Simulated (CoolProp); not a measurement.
A simple Rankine cycle with benzene: condensing at 332.15 K, boiler at 0.617 MPa, turbine inlet 428 K, turbine efficiency 0.75, pump efficiency 0.6, no recuperator. Each further row changes one setting.

The numbers come from the reference Helmholtz-energy equation of state, Thol 2012 in CoolProp.

```csv
case,thermal efficiency (%),net work (kJ/kg),heat in (kJ/kg),turbine exit temperature (K),volume ratio over the turbine
as stated,13.7,72.0,524,365.9,11.7
turbine inlet 448 K,13.7,76.7,558,387.3,11.6
condensing temperature 324.15 K,14.8,79.9,538,359.5,15.5
boiler pressure 0.432 MPa,12.1,64.1,530,376.5,8.08
turbine efficiency 0.65,11.9,62.2,524,373.1,11.9
```
